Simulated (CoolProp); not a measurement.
Nitrous oxide at 298.15 K and 8.96 MPa is throttled through a valve to 3.77 MPa with no heat exchange. Each further row changes one setting.

The numbers come from the reference Helmholtz-energy equation of state, Lemmon 2006 in CoolProp. It is a short technical equation, of lower accuracy than the large ones.

```tsv
case	temperature change (K)	final phase	final density (kg/m³)
as stated	-17.5	?	394
outlet pressure 1.13 MPa	-59.6	two-phase, vapour fraction 0.405	69.3
outlet pressure 4.9 MPa	?	?	670
```

What belongs in the gaps?


- as stated, final phase: two-phase, vapour fraction 0.168
- outlet pressure 4.9 MPa, temperature change (K): -6.3
- outlet pressure 4.9 MPa, final phase: two-phase, vapour fraction 0.044
